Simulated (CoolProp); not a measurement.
Saturated liquid density (kg/m³) of ethane: the reference equation beside estimates from Tc = 32.2 °C, pc = 48.72 bar, ω = 0.099. Rackett uses Z = 0.29056 − 0.08775 ω.

Model: reference Helmholtz-energy equation of state, Bücker 2006, in CoolProp.

```csv
T (°C),reference,Rackett,van der Waals,Redlich-Kwong,Soave-Redlich-Kwong,Peng-Robinson
-74.35,525.6,522.7,342.8,501.2,504.5,570.5
-67.35,516.2,513.4,336.7,490.4,494.2,559.3
-60.35,506.6,503.7,330.3,479.1,483.4,547.4
-53.35,496.6,493.7,323.6,467.2,472.0,534.8
-46.35,486.2,483.4,316.6,454.7,459.9,521.3
-39.35,475.3,472.6,309.2,441.5,447.1,507.0
-32.35,464.0,461.2,301.4,427.5,433.5,491.6
-25.35,452.0,449.3,293.2,412.7,418.9,475.1
```

Absolute difference from the reference over all 8 rows, mean and median: Rackett 0.6 and 0.6 %, van der Waals 34.9 and 34.9 %, Redlich-Kwong 6.4 and 6.2 %, Soave-Redlich-Kwong 5.4 and 5.2 %, Peng-Robinson 7.2 and 7.5 %.
